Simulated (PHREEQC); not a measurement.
## Buffer

Consider water at 20 °C with 43 mmol/kgw H3PO4, 0.2 mmol/kgw Na2B4O7 and 22 mmol/kgw KCl. Closed to the air; pH follows from the charge balance.

Computed with PHREEQC (ion-association model, wateq4f.dat).

The pH is 1.86. The ionic strength is 0.0385 mol/kgw. The total alkalinity is -42.6 meq/kg.

| species | molality | activity | log γ |
|---|---|---|---|
| H3PO4 | 0.0265 | 0.0268 | 0.004 |
| Cl- | 0.0220 | 0.0183 | -0.080 |
| K+ | 0.0220 | 0.0183 | -0.080 |
| H2PO4- | 0.0165 | 0.0139 | -0.074 |
| H+ | 0.0161 | 0.0139 | -0.063 |
| H3BO3 | 0.000800 | 0.000807 | 0.004 |
| Na+ | 0.000400 | 0.000336 | -0.076 |
| HPO4-2 | 1.20e-7 | 6.03e-8 | -0.300 |
| KHPO4- | 2.55e-9 | 2.15e-9 | -0.074 |

This is a speciation only: nothing precipitates in the calculation. Complexes and solids missing from the database can't appear. H3PO4, which wateq4f.dat lacks, is added to it with the constant of phreeqc.dat.
